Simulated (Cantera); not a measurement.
A closed system holds: 1 mol Si, 0.62 mol O₂, 58 mol H₂, held at 0.100 bar.

These are equilibrium values from Cantera (NASA tables, ideal gas, pure condensed phases), not measurements of a reactor. Candidate condensed phases: H₂O, Si, SiO₂; 18 gas species. Mutual solubility and eutectic melting of coexisting phases are not modelled. The tables hold silica as quartz up to 1696 K and as liquid above; real silica turns to tridymite and cristobalite and melts near 1996 K. Equilibrium is a limit: real reactors are often held back by kinetics, nucleation or transport.

Question: Which condensed phases are stable at each of these points (T (°C)): 827, 977, 1127, 1277, 1427, 1577, 1727, 1877?

Answer: 
```json
[
 {"T (°C)": "827", "condensed phases": "Si(s) + SiO₂(β-quartz)", "Si condensed (%)": "100.0"},
 {"T (°C)": "977", "condensed phases": "Si(s) + SiO₂(β-quartz)", "Si condensed (%)": "99.9"},
 {"T (°C)": "1127", "condensed phases": "Si(s) + SiO₂(β-quartz)", "Si condensed (%)": "95.7"},
 {"T (°C)": "1277", "condensed phases": "Si(s) + SiO₂(β-quartz)", "Si condensed (%)": "26.6"},
 {"T (°C)": "1427", "condensed phases": "SiO₂(condensed)", "Si condensed (%)": "22.8"},
 {"T (°C)": "1577", "condensed phases": "SiO₂(condensed)", "Si condensed (%)": "3.9"},
 {"T (°C)": "1727", "condensed phases": "gas only", "Si condensed (%)": "0.0"},
 {"T (°C)": "1877", "condensed phases": "gas only", "Si condensed (%)": "0.0"}
]
```

From 827 °C to 1277 °C the condensed part is Si(s) + SiO₂(β-quartz). From 1427 °C to 1577 °C the condensed part is SiO₂(condensed). From 1727 °C to 1877 °C nothing is condensed.
